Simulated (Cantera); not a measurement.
What does this Cantera script print?

```python
import numpy as np
import cantera as ct

gas_names = [...]  # 151 gases of nasa_gas.yaml made of C, H, N, O, Si
cond_names = """
    C(gr) C6H6(L) C7H8(L) C8H18(L),n-octa H2O(s) H2O(L) Si(cr) Si(L) SiC(b) SiO2(Lqz) SiO2(hqz) SiO2(L)
    Si2N2O(s) Si3N4(a)
""".split()


# ... load() reads the species with a 1 bar reference pressure and builds the phases ...
atoms = {
    'TEOS': {'Si': 1, 'C': 8, 'H': 20, 'O': 4},
    'O3': {'O': 3},
    'N2': {'N': 2},
    'NO': {'N': 1, 'O': 1},
}
top_T = {'C(gr)': 4500, 'SiC(b)': 3050, 'Si2N2O(s)': 2100, 'Si3N4(a)': 2400}  # K; cautious upper limits of use, not melting points


# ... equilibrate(T, P, feed) seeds the gas with the atoms and calls Mixture.equilibrate('TP', solver="vcs", rtol=1e-11, max_steps=5000) ...
results = []
feed = {'TEOS': 1, 'O3': 0.7, 'N2': 3.7, 'NO': 0.64}  # mol
P = 28  # Pa
for T in [600, 650, 700, 750, 800, 850, 900, 950, 1000, 1050, 1100]:
    mix = equilibrate(T, P, feed)
    results.append((T, P, feed, dict(zip(mix.species_names, mix.species_moles))))
    x = sorted(zip(gas.X, gas.species_names), reverse=True)
    print(f"T = {T:g} K  P = {P:g} Pa  gas = {mix.phase_moles(0):.4g} mol")
    print("   x: " + "  ".join(f"{s} {v:.3e}" for v, s in x if v > 0.0001))
    print("   condensed (mol): " + ("  ".join(f"{mix.phase(i).name} {mix.phase_moles(i):.4g}"
          for i in range(1, mix.n_phases) if mix.phase_moles(i) > 1e-12) or "none"))
```

It prints:

```
T = 600 K  P = 28 Pa  gas = 15.86 mol
   x: H2 5.390e-01  N2 2.535e-01  CO2 9.896e-02  H2O 7.618e-02  CO 2.476e-02  CH4 7.673e-03
   condensed (mol): C(gr) 5.916  SiO2(Lqz) 1
T = 650 K  P = 28 Pa  gas = 16.78 mol
   x: H2 5.572e-01  N2 2.395e-01  CO 8.552e-02  CO2 8.142e-02  H2O 3.404e-02  CH4 2.262e-03
   condensed (mol): C(gr) 5.16  SiO2(Lqz) 1
T = 700 K  P = 28 Pa  gas = 17.88 mol
   x: H2 5.460e-01  N2 2.248e-01  CO 1.801e-01  CO2 3.661e-02  H2O 1.179e-02  CH4 7.101e-04
   condensed (mol): C(gr) 4.113  SiO2(Lqz) 1
T = 750 K  P = 28 Pa  gas = 18.54 mol
   x: H2 5.358e-01  CO 2.353e-01  N2 2.169e-01  CO2 8.625e-03  H2O 3.210e-03  CH4 2.567e-04
   condensed (mol): C(gr) 3.475  SiO2(Lqz) 1
T = 800 K  P = 28 Pa  gas = 18.71 mol
   x: H2 5.334e-01  CO 2.490e-01  N2 2.149e-01  CO2 1.715e-03  H2O 8.704e-04  CH4 1.071e-04
   condensed (mol): C(gr) 3.306  SiO2(Lqz) 1
T = 850 K  P = 28 Pa  gas = 18.75 mol
   x: H2 5.331e-01  CO 2.518e-01  N2 2.144e-01  CO2 3.825e-04  H2O 2.651e-04
   condensed (mol): C(gr) 3.271  SiO2(hqz) 1
T = 900 K  P = 28 Pa  gas = 18.76 mol
   x: H2 5.330e-01  CO 2.524e-01  N2 2.143e-01
   condensed (mol): C(gr) 3.263  SiO2(hqz) 1
T = 950 K  P = 28 Pa  gas = 18.76 mol
   x: H2 5.330e-01  CO 2.526e-01  N2 2.143e-01
   condensed (mol): C(gr) 3.261  SiO2(hqz) 1
T = 1000 K  P = 28 Pa  gas = 18.76 mol
   x: H2 5.330e-01  CO 2.526e-01  N2 2.143e-01
   condensed (mol): C(gr) 3.26  SiO2(hqz) 1
T = 1050 K  P = 28 Pa  gas = 18.76 mol
   x: H2 5.330e-01  CO 2.527e-01  N2 2.143e-01
   condensed (mol): C(gr) 3.26  SiO2(hqz) 1
T = 1100 K  P = 28 Pa  gas = 19.76 mol
   x: H2 5.061e-01  CO 3.158e-01  N2 1.781e-01
   condensed (mol): C(gr) 1.76  Si2N2O(s) 0.5
```

These are equilibrium values from Cantera (NASA tables, ideal gas, pure condensed phases), not measurements of a reactor. The feed counts by its element totals alone.
